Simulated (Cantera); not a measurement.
Ti + H2 + O2 (titanium nitride, carbide and oxide coatings)

A closed system holds: 1 mol Ti, 38 mol H2, a varied amount of O2, at 1025 °C and 0.0900 Torr.

These are equilibrium values from Cantera (NASA tables, ideal gas, pure condensed phases), not measurements of a reactor. Candidate condensed phases: H2O, Ti, TiO, TiO2, Ti2O3, Ti3O5, Ti4O7; 12 gas species. Mutual solubility and eutectic melting of coexisting phases are not modelled. TiO: taken at fixed stoichiometry. Condensed phases not in the tables: Magnéli phases beyond Ti4O7, N, O or C dissolved in the metal. Equilibrium is a limit: real reactors are often held back by kinetics, nucleation or transport.

| n(O2) (mol) | x H2 | x H2O | x H | x OH | x Ti | n Ti(β) | n TiO(s) | n Ti2O3(s) | n Ti3O5(s) | n TiO2(rutile) |
|---|---|---|---|---|---|---|---|---|---|---|
| 0.38 | 1.000 | 1.66e-10 | 9.78e-5 | <1e-12 | 2.86e-8 | 0.240 | 0.760 | 0 | 0 | 0 |
| 0.56 | 1.000 | 8.39e-7 | 9.78e-5 | 1.06e-12 | 5.66e-12 | 0 | 0.760 | 0.120 | 0 | 0 |
| 0.81 | 1.000 | 7.86e-5 | 9.78e-5 | 9.95e-11 | <1e-12 | 0 | 0 | 0.149 | 0.234 | 0 |
| 1.2 | 0.989 | 0.0105 | 9.73e-5 | 1.34e-8 | <1e-12 | 0 | 0 | 0 | 0 | 1.00 |
| 1.7 | 0.963 | 0.0368 | 9.60e-5 | 4.75e-8 | <1e-12 | 0 | 0 | 0 | 0 | 1.00 |
| 2.5 | 0.921 | 0.0789 | 9.39e-5 | 1.04e-7 | <1e-12 | 0 | 0 | 0 | 0 | 1.00 |
| 3.6 | 0.863 | 0.137 | 9.09e-5 | 1.86e-7 | <1e-12 | 0 | 0 | 0 | 0 | 1.00 |
| 5.3 | 0.774 | 0.226 | 8.60e-5 | 3.26e-7 | <1e-12 | 0 | 0 | 0 | 0 | 1.00 |
| 7.7 | 0.647 | 0.353 | 7.87e-5 | 5.55e-7 | <1e-12 | 0 | 0 | 0 | 0 | 1.00 |
| 11 | 0.474 | 0.526 | 6.73e-5 | 9.68e-7 | <1e-12 | 0 | 0 | 0 | 0 | 1.00 |
x: gas mole fraction; n: condensed amount in mol.

At 0.38 mol O2 the condensed part is Ti(β) + TiO(s). At 0.56 mol O2 the condensed part is TiO(s) + Ti2O3(s). At 0.81 mol O2 the condensed part is Ti2O3(s) + Ti3O5(s). From 1.2 mol O2 to 11 mol O2 the condensed part is TiO2(rutile).
